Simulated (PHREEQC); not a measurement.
PHREEQC input (Pitzer model, pitzer.dat):

```
SOLUTION 1
  temp 20
  units mol/kgw
  pH 7 charge
  Br 0.011
  Na 0.011
  S(6) 0.0003
  Ca 0.0003
END
USE solution 1
INCREMENTAL_REACTIONS false
REACTION 1
  H2O -1
  0 9.886 18.011 24.689 30.178 34.689 38.397 41.444
  43.949 46.007 47.699 49.089 50.232 51.172 51.944 52.578
  53.1 53.528 53.88 54.17 54.408 54.603 54.764 54.896
  55.005 55.094 55.168 55.228 moles
EQUILIBRIUM_PHASES 1
  Glauberite 0 0
  Gypsum 0 0
  Anhydrite 0 0
  Mirabilite 0 0
  Portlandite 0 0
  Thenardite 0 0
SELECTED_OUTPUT 1
  -reset false
  -pH true
  -pe true
  -ionic_strength true
  -water true
  -activities H2O
  -totals Br Ca Na S
  -molalities H+ Na+ Ca+2 SO4-2 Br- OH- HSO4-
  -equilibrium_phases Glauberite Gypsum Anhydrite Mirabilite Portlandite Thenardite
PRINT
  -reset false
END
```

Selected output (columns that matter, 23 of 28 rows; water left (kg) added in front):

```
water left (kg)	pH	mu	Br	Ca	Na	S	m_H+	m_Na+	m_Ca+2	m_SO4-2	m_Br-	m_OH-	la_H2O	Gypsum
1	7.0831	0.0122	0.011	0.0003	0.011	0.0003	9.1754e-08	0.011	0.0003	0.0003	0.011	9.3157e-08	-0.00017024	0
0.821894	7.0831	0.014844	0.013384	0.00036501	0.013384	0.00036501	9.2523e-08	0.013384	0.00036501	0.00036501	0.013384	9.4169e-08	-0.0002065	0
0.675514	7.0831	0.01806	0.016284	0.00044411	0.016284	0.00044411	9.3343e-08	0.016284	0.00044411	0.0004441	0.016284	9.5268e-08	-0.00025043	0
0.456313	7.083	0.026736	0.024106	0.00065744	0.024106	0.00065744	9.5132e-08	0.024106	0.00065744	0.00065744	0.024106	9.7741e-08	-0.00036827	0
0.375043	7.0828	0.03253	0.02933	0.00079991	0.02933	0.00079991	9.6099e-08	0.02933	0.00079991	0.00079991	0.02933	9.9121e-08	-0.0004465	0
0.30824	7.0825	0.03958	0.035687	0.00097327	0.035687	0.00097327	9.7112e-08	0.035687	0.00097327	0.00097327	0.035687	1.006e-07	-0.00054132	0
0.253345	7.082	0.048156	0.043419	0.0011842	0.043419	0.0011842	9.8166e-08	0.043419	0.0011842	0.0011842	0.043419	1.0218e-07	-0.00065624	0
0.171138	7.0805	0.071288	0.064276	0.001753	0.064276	0.001753	1.0037e-07	0.064276	0.001753	0.001753	0.064276	1.0562e-07	-0.00096457	0
0.140655	7.0794	0.086737	0.078206	0.0021329	0.078206	0.0021329	1.0151e-07	0.078206	0.0021329	0.0021329	0.078206	1.0748e-07	-0.0011696	0
0.115613	7.0779	0.10552	0.095145	0.0025949	0.095145	0.0025949	1.0265e-07	0.095145	0.0025949	0.0025949	0.095145	1.0942e-07	-0.0014184	0
0.0950203	7.0759	0.12839	0.11576	0.0031572	0.11576	0.0031572	1.0378e-07	0.11576	0.0031572	0.0031572	0.11576	1.1142e-07	-0.0017208	0
0.0641769	7.0703	0.1901	0.1714	0.0046746	0.1714	0.0046746	1.0593e-07	0.1714	0.0046746	0.0046746	0.1714	1.1554e-07	-0.002536	0
0.0527548	7.0663	0.23126	0.20851	0.0056867	0.20851	0.0056867	1.0689e-07	0.20851	0.0056867	0.0056867	0.20851	1.176e-07	-0.0030804	0
0.0433504	7.0614	0.28143	0.25375	0.0069204	0.25375	0.0069204	1.0773e-07	0.25375	0.0069204	0.0069203	0.25375	1.1962e-07	-0.0037456	0
0.0356396	7.0553	0.34232	0.30865	0.0084176	0.30865	0.0084176	1.0841e-07	0.30865	0.0084176	0.0084176	0.30865	1.2155e-07	-0.0045563	0
0.0292979	7.0477	0.41641	0.37545	0.01024	0.37545	0.01024	1.0887e-07	0.37545	0.01024	0.01024	0.37545	1.2333e-07	-0.0055486	0
0.0197855	7.0271	0.61661	0.55596	0.015163	0.55596	0.015163	1.089e-07	0.55596	0.015163	0.015163	0.55596	1.2617e-07	-0.0082675	0
0.0162724	7.0134	0.74974	0.67599	0.018436	0.67599	0.018436	1.083e-07	0.67599	0.018436	0.018436	0.67599	1.2705e-07	-0.01011	0
0.0133718	6.9965	0.91237	0.82263	0.022435	0.82263	0.022435	1.0716e-07	0.82263	0.022435	0.022435	0.82263	1.2742e-07	-0.012402	0
0.0109937	6.9761	1.1097	1.0006	0.027288	1.0006	0.027288	1.0534e-07	1.0006	0.027288	0.027288	1.0006	1.2717e-07	-0.01525	0
0.0074265	6.921	1.6428	1.4812	0.040396	1.4812	0.040396	9.9114e-08	1.4812	0.040396	0.040396	1.4812	1.2423e-07	-0.02334	0
0.00609311	6.8833	1.9985	1.8053	0.048289	1.8053	0.048289	9.442e-08	1.8053	0.048289	0.048289	1.8053	1.2089e-07	-0.029143	5.769e-06
0.00501038	6.8334	2.3913	2.1954	0.048959	2.1954	0.048959	8.9279e-08	2.1954	0.048959	0.048959	2.1954	1.136e-07	-0.036401	5.4699e-05
```
